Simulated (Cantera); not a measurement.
What does this Cantera script print?

```python
import numpy as np
import cantera as ct

gas = ct.Solution("gri30.yaml")
gas.TPX = 1800, 13332, {'CH4': 1, 'H2': 1.3}
reactor = ct.IdealGasConstPressureReactor(gas, energy="off", clone=False)
net = ct.ReactorNet([reactor])
net.rtol, net.atol = 1e-08, 1e-18
show = ['CH4', 'H2', 'C2H6', 'CH2', 'CH3']
times = np.geomspace(0.0001, 5, 15)

steps = ct.SolutionArray(gas, extra=["t"])
rows = []
print(f"{'t/s':>10s}{'T/K':>9s}{'P/Pa':>11s}" + "".join(f"{s:>11s}" for s in show))
for t in times:
    while net.time < t:
        t_next = net.step()
        steps.append(gas.state, t=t_next)
    rows.append([np.interp(t, steps.t, y) for y in (steps.T, steps.P, *steps(*show).X.T)])
    print(f"{t:10.3e}{rows[-1][0]:9.1f}{rows[-1][1]:11.4g}" + "".join(f"{x:11.3e}" for x in rows[-1][2:]))
rate = np.gradient(steps.T, steps.t)
print("integrator steps:", len(steps.t))
if steps.T.max() > steps.T[0] + 200:
    print(f"time of steepest temperature rise: {steps.t[rate.argmax()]:.4e} s")
gas.TPX = 1800, 13332, {'CH4': 1, 'H2': 1.3}
gas.equilibrate("TP")
print(f"equilibrium (TP): T = {gas.T:.1f} K  " + "  ".join(f"{s} {gas[s].X[0]:.3e}" for s in show))
```

It prints:

```
       t/s      T/K       P/Pa        CH4         H2       C2H6        CH2        CH3
 1.000e-04   1800.0  1.333e+04  4.334e-01  5.654e-01  1.018e-05  1.200e-07  1.027e-03
 2.166e-04   1800.0  1.333e+04  4.315e-01  5.659e-01  6.787e-05  4.816e-07  2.129e-03
 4.691e-04   1800.0  1.333e+04  4.248e-01  5.688e-01  2.927e-04  1.534e-06  4.037e-03
 1.016e-03   1800.0  1.333e+04  3.987e-01  5.838e-01  5.740e-04  2.831e-06  5.638e-03
 2.201e-03   1800.0  1.333e+04  3.380e-01  6.232e-01  4.687e-04  2.753e-06  5.130e-03
 4.767e-03   1800.0  1.333e+04  2.531e-01  6.799e-01  2.719e-04  2.257e-06  3.954e-03
 1.032e-02   1800.0  1.333e+04  1.638e-01  7.392e-01  1.226e-04  1.726e-06  2.705e-03
 2.236e-02   1800.0  1.333e+04  9.082e-02  7.876e-01  4.181e-05  1.214e-06  1.619e-03
 4.843e-02   1800.0  1.333e+04  4.401e-02  8.185e-01  1.097e-05  7.647e-07  8.500e-04
 1.049e-01   1800.0  1.333e+04  1.968e-02  8.346e-01  2.403e-06  4.212e-07  4.045e-04
 2.272e-01   1800.0  1.333e+04  8.747e-03  8.418e-01  5.138e-07  2.109e-07  1.859e-04
 4.921e-01   1800.0  1.333e+04  4.231e-03  8.448e-01  1.391e-07  1.077e-07  9.111e-05
 1.066e+00   1800.0  1.333e+04  2.640e-03  8.458e-01  6.783e-08  6.866e-08  5.706e-05
 2.308e+00   1800.0  1.333e+04  2.332e-03  8.460e-01  5.781e-08  6.094e-08  5.044e-05
 5.000e+00   1800.0  1.333e+04  2.321e-03  8.460e-01  5.747e-08  6.066e-08  5.020e-05
integrator steps: 1238
equilibrium (TP): T = 1800.0 K  CH4 2.321e-03  H2 8.460e-01  C2H6 5.747e-08  CH2 6.066e-08  CH3 5.020e-05
```

Cantera simulation using GRI-Mech 3.0 (53 species, 325 reactions); the numbers are that mechanism's predictions, not measurements. GRI-Mech 3.0 stops at C3 and has no aromatics, soot or wall deposition, so with more carbon than oxygen in the feed, carbon stays in small species such as C2H2 where larger ones or solid carbon would form.
